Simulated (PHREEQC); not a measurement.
1 kg of water holding 0.17 mol K2SO4, 0.0065 mol Na2SO4, 0.21 mol MgSO4 and 0.3 mol NaCl is evaporated at 90 °C; the solids stay in contact with the brine. No CO2 enters from the air. Solids allowed: Arcanite, Bischofite, Bloedite, Brucite, Carnallite, Epsomite, Glaserite, Halite, Hexahydrite, Kainite, Kieserite, Leonite, Mirabilite, Misenite, Schoenite, Sylvite, Thenardite, MgCl2_4H2O. Others were left out.

Equilibrium calculation in PHREEQC: Pitzer model, pitzer.dat.

### Question
Predict water activity at water left (kg) = 0.8219, 0.5552, 0.2082, 0.1407, 0.1156.

### Answer
```tsv
water left (kg)	water activity
0.8219	0.976
0.5552	0.965
0.2082	0.902
0.1407	0.853
0.1156	0.826
```

At this temperature some constants are extrapolated from 25 °C, and those without enthalpy data are left unchanged.
